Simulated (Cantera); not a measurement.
What does this Cantera script print?

```python
import numpy as np
import cantera as ct

gas = ct.Solution("gri30.yaml")
gas.TPX = 475, 76000, {'CH4': 1, 'C2H6': 0.061, 'O2': 1.84, 'N2': 6.94}
flame = ct.FreeFlame(gas, width=0.048)
flame.set_refine_criteria(ratio=3, slope=0.08, curve=0.16)
flame.transport_model = "mixture-averaged"
flame.solve(loglevel=0, auto=True)
z, T = flame.grid, flame.T
thick = (T[-1] - T[0]) / np.gradient(T, z).max()
show = ['CH4', 'C2H6', 'O2', 'C2H2', 'C2H', 'C2H4']
print(f"laminar burning velocity  {flame.velocity[0] * 100:.3f} cm/s")
print(f"burnt temperature         {T[-1]:.1f} K")
print(f"thermal thickness         {thick * 1e3:.4f} mm")
print(f"grid points               {len(z)}")
z0 = z[flame.heat_release_rate.argmax()]
print(f"{'z/mm':>9s}{'T/K':>9s}{'u/(m/s)':>9s}" + "".join(f"{s:>11s}" for s in show))
rows = []
for k in (-3, -2, -1.5, -1, -0.5, -0.25, 0, 0.25, 0.5, 1, 2, 4, 8):
    zz = z0 + k * thick
    rows.append([k * thick, np.interp(zz, z, T), np.interp(zz, z, flame.velocity),
                 *(np.interp(zz, z, flame.X[gas.species_index(s)]) for s in show)])
    print(f"{rows[-1][0] * 1e3:9.3f}{rows[-1][1]:9.1f}{rows[-1][2]:9.3f}" + "".join(f"{x:11.3e}" for x in rows[-1][3:]))
```

Output:

```
laminar burning velocity  82.832 cm/s
burnt temperature         2249.7 K
thermal thickness         0.4672 mm
grid points               160
     z/mm      T/K  u/(m/s)        CH4       C2H6         O2       C2H2        C2H       C2H4
   -1.401    475.2    0.830  1.015e-01  6.190e-03  1.867e-01  4.980e-09  2.183e-26  3.899e-08
   -0.934    477.1    0.835  1.010e-01  6.173e-03  1.861e-01  9.290e-08  2.812e-23  7.517e-07
   -0.701    485.7    0.854  1.000e-01  6.145e-03  1.849e-01  6.754e-07  5.734e-21  5.573e-06
   -0.467    563.0    0.999  9.471e-02  6.013e-03  1.787e-01  1.035e-05  8.439e-17  8.407e-05
   -0.234   1021.8    1.853  6.612e-02  4.873e-03  1.402e-01  1.371e-04  6.735e-11  8.344e-04
   -0.117   1447.4    2.662  3.645e-02  2.406e-03  9.598e-02  3.686e-04  2.480e-08  1.443e-03
    0.000   1820.6    3.384  9.506e-03  1.841e-04  4.781e-02  6.148e-04  8.133e-07  7.418e-04
    0.117   1984.6    3.693  9.432e-04  1.389e-06  1.982e-02  2.037e-04  9.615e-07  5.549e-05
    0.234   2025.9    3.759  5.205e-05  3.987e-09  9.696e-03  1.857e-05  1.302e-07  1.089e-06
    0.467   2054.6    3.795  1.474e-07  5.622e-14  5.292e-03  8.827e-08  7.069e-10  2.943e-10
    0.934   2087.5    3.843  2.361e-11  3.562e-20  3.972e-03  3.224e-11  2.559e-13  6.454e-15
    1.869   2128.8    3.909  6.367e-15  1.087e-25  2.911e-03  4.321e-16  3.184e-18  3.735e-20
    3.737   2173.6    3.980  6.200e-15  3.271e-28  1.802e-03  7.735e-19  4.858e-21  4.365e-23
```

Detailed kinetics in Cantera: GRI-Mech 3.0 (53 species, 325 reactions). Burning velocities carry a grid error of a few per cent, more on coarse grids.
